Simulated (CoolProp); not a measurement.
Computed with CoolProp (reference Helmholtz-energy equation of state, Penoncello 2003).

Problem. For CHF3 (R23), give the phase and the Z, speed of sound (m/s), isothermal compressibility (1/MPa), fugacity coefficient at -149.25 °C and 0.101 MPa.

Solution. 
- -149.25 °C and 0.101 MPa: liquid; Z 0.00408, speed of sound 1200, isothermal compressibility 0.000647, fugacity coefficient 0.00154
